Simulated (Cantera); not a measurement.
Cantera run, input and output.

```python
import numpy as np
import cantera as ct

surf = ct.Interface("ptcombust.yaml", "Pt_surf")
gas = surf.adjacent["gas"]
gas.TPX = 800, 100000, {'H2': 0.0024, 'O2': 0.045, 'N2': 0.79, 'H2O': 0.007}
surf.TP = 800, 100000
reactor = ct.FlowReactor(gas, clone=False)
reactor.area = 0.0001  # m2
reactor.surface_area_to_volume_ratio = 1300  # 1/m
reactor.mass_flow_rate = 1.7 * reactor.area * gas.density  # inlet velocity 1.7 m/s
reactor.energy_enabled = False
wall = ct.ReactorSurface(surf, reactor, clone=False)
net = ct.ReactorNet([reactor])
net.rtol, net.atol = 1e-8, 1e-16
show, cover = ['H2', 'O2', 'H2O'], ['PT(S)', 'H(S)', 'O(S)', 'OH(S)', 'CO(S)', 'C(S)']

rows = []
print(f"{'z/m':>9s}{'u/(m/s)':>9s}" + "".join(f"{s:>13s}" for s in show + cover))
for z in [0.00016, 0.00029, 0.00051, 0.00091, 0.0016, 0.0029, 0.0051, 0.0091, 0.016]:
    net.advance(z)
    rows.append([reactor.speed, *gas[show].X, *surf[cover].coverages])
    print(f"{z:9.4g}{rows[-1][0]:9.3g}" + "".join(f"{x:13.4e}" for x in rows[-1][1:]))
```

Result:

```
      z/m  u/(m/s)           H2           O2          H2O        PT(S)         H(S)         O(S)        OH(S)        CO(S)         C(S)
  0.00016      1.7   1.8945e-03   5.2843e-02   9.2429e-03   8.5805e-02   2.5345e-08   9.1119e-01   2.9976e-03  -8.7508e-28  -1.0227e-30
  0.00029      1.7   1.4453e-03   5.2630e-02   9.6947e-03   7.4733e-02   2.0113e-08   9.2241e-01   2.8492e-03   2.7171e-30  -3.4955e-32
  0.00051      1.7   9.7272e-04   5.2406e-02   1.0170e-02   6.4353e-02   1.5607e-08   9.3295e-01   2.6928e-03   2.6158e-28   4.8429e-31
  0.00091      1.7   5.2294e-04   5.2193e-02   1.0622e-02   5.5778e-02   1.2183e-08   9.4167e-01   2.5488e-03   6.9220e-29   1.0073e-31
   0.0016      1.7   2.0262e-04   5.2041e-02   1.0944e-02   5.0448e-02   1.0196e-08   9.4710e-01   2.4513e-03   1.1220e-27   1.8396e-30
   0.0029      1.7   3.8550e-05   5.1963e-02   1.1109e-02   4.7959e-02   9.3059e-09   9.4964e-01   2.4034e-03  -5.2975e-29  -4.2546e-32
   0.0051      1.7   2.4997e-06   5.1946e-02   1.1145e-02   4.7433e-02   9.1211e-09   9.5017e-01   2.3931e-03   5.1425e-31  -1.6147e-33
   0.0091      1.7   1.7619e-08   5.1945e-02   1.1148e-02   4.7397e-02   9.1085e-09   9.5021e-01   2.3924e-03   9.2520e-31  -1.2471e-33
    0.016      1.7   3.4645e-12   5.1945e-02   1.1148e-02   4.7397e-02   9.1084e-09   9.5021e-01   2.3924e-03  -1.7861e-27  -1.1082e-29
```

Cantera simulation using Deutschmann's 1995 Pt surface mechanism with GRI-Mech 3.0 gas chemistry; the numbers are that mechanism's predictions, not measurements. Catalytic surfaces can have several steady states; this one follows from the mechanism file's or the stated starting coverage. Mass transfer to the wall is taken as infinitely fast.
